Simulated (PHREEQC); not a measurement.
0.019 g of hydrous ferric oxide (600 m²/g; 0.2 weak and 0.005 strong sites per Fe, Dzombak-Morel constants, diffuse double layer) in 1 kg of water with 0.3 mol/kgw of an inert sodium salt and 0.012 mmol/kgw ZnSO4 and 6e-05 mmol/kgw BaCl2, at 25 °C; the pH is set by adding NaOH or the inert anion's acid. Oxygen alone is held at its pressure in air (log pO2 = -0.68). No CO2 enters from the air. Precipitation was switched off in this run.

Base run: PHREEQC, ion-association model, wateq4f.dat. Each further column changes one thing. The table gives Zn sorbed (%).

| pH | base | no electrostatic term (-no_edl) | background salt from 0.3 to 0.03 mol/kgw | oxide from 0.019 to 0.095 g/kgw | 1.5e-05 mol/kgw ZnCl2 added |
|---|---|---|---|---|---|
| 3 | 0.0 | 0.0 | 0.0 | 0.0 | 0.0 |
| 4.12 | 0.0 | 0.0 | 0.0 | 0.0 | 0.0 |
| 4.88 | 0.1 | 0.1 | 0.1 | 0.4 | 0.1 |
| 6 | 4.0 | 6.0 | 4.6 | 18.2 | … |
| 7.12 | 23.9 | 43.1 | … | 72.2 | 18.0 |
| 7.88 | 69.6 | 85.6 | 73.5 | 97.2 | 50.7 |
| 9 | 95.1 | 91.1 | 95.9 | … | 71.7 |

Task: Fill in the missing entries.

Result: 
- 6, 1.5e-05 mol/kgw ZnCl2 added: 2.7
- 7.12, background salt from 0.3 to 0.03 mol/kgw: 26.4
- 9, oxide from 0.019 to 0.095 g/kgw: 99.8

The oxide is taken as insoluble; below pH 4 it would dissolve. In at least one series the solution becomes supersaturated in solids that the run did not let form, among them Zn(OH)2-e.
